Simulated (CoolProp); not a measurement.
The fluid at 397.14 K and 0.184 MPa flows at 2.6 m/s in a round tube of 2 mm bore and 0.25 µm roughness, fully developed (64/Re and Nu = 3.66 if laminar; Colebrook and Gnielinski if turbulent). The same conditions are run with several fluids, on thermodynamics alone (safety and materials aside).

Model: reference Helmholtz-energy equation of state of each fluid (R13: Platzer 1990; isobutane: Bücker 2006; methane: Setzmann 1991), in CoolProp. The equations of Platzer and Polt are older, rougher fits.

Problem. Rank R13, isobutane, methane by Reynolds number, highest first.

Solution. isobutane (1740), R13 (1640), methane (328)

```csv
fluid,Darcy friction factor,pressure drop (Pa/m),heat-transfer coefficient (W/(m² K)),mass flow (kg/h)
R13,0.0390,386,34.8,0.172
isobutane,0.0368,205,52.2,0.0971
methane,0.195,295,90.7,0.0263
```

Transport values come from each fluid's own correlations; those of R13 are estimates that may be off by 10 % or more.
